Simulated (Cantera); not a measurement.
# Premixed flame

A freely propagating, adiabatic, planar premixed flame of 18.5 % H2, 17.1 % O2, 64.4 % N2, equivalence ratio 0.54, unburnt at 625 K and 9.87 atm; mixture-averaged transport, grid criteria slope 0.08 and curve 0.16, no radiation.

Detailed kinetics in Cantera: the H2/O2 subset of GRI-Mech 3.0, which has no nitrogen chemistry. The hydrogen kinetics of GRI-Mech 3.0 are dated; newer H2 mechanisms differ, most at raised pressure. Burning velocities carry a grid error of a few per cent, more on coarse grids. Lean hydrogen flames are cellular in practice and burn faster than this planar one.

```tsv
z (mm)	T (K)	u (m/s)	x H2	x O2	x H	x H2O2	x H2O	x O
-0.120	626	1.18	0.180	0.172	<1e-8	1.71e-7	6.84e-5	<1e-8
-0.0801	630	1.17	0.170	0.174	<1e-8	2.00e-6	0.000601	<1e-8
-0.0601	643	1.18	0.157	0.176	<1e-8	9.98e-6	0.00240	<1e-8
-0.0401	689	1.24	0.132	0.179	<1e-8	4.88e-5	0.00951	3.90e-8
-0.0200	919	1.60	0.0858	0.170	1.07e-5	0.000262	0.0457	1.07e-5
-0.0100	1205	2.07	0.0558	0.151	0.000274	0.000252	0.0884	0.000206
0	1514	2.60	0.0284	0.124	0.00114	2.22e-5	0.137	0.00111
0.0100	1716	2.94	0.0121	0.105	0.00140	4.76e-6	0.168	0.00186
0.0200	1820	3.12	0.00532	0.0961	0.000946	3.14e-6	0.182	0.00176
0.0401	1900	3.26	0.00159	0.0920	0.000286	1.78e-6	0.191	0.000931
0.0801	1935	3.31	0.000363	0.0916	3.98e-5	8.15e-7	0.194	0.000271
0.160	1945	3.33	8.64e-5	0.0918	5.92e-6	3.98e-7	0.195	8.06e-5
0.320	1947	3.33	4.41e-5	0.0919	2.59e-6	3.03e-7	0.195	4.69e-5
```
x: mole fraction of selected species; z is measured from the peak of heat release.

The laminar burning velocity is 118 cm/s and the thermal thickness is 0.0401 mm. The peak x(H) is 0.00144 and the peak x(H2O2) is 0.000310. The peak x(O) is 0.00191 and the grid points is 111.
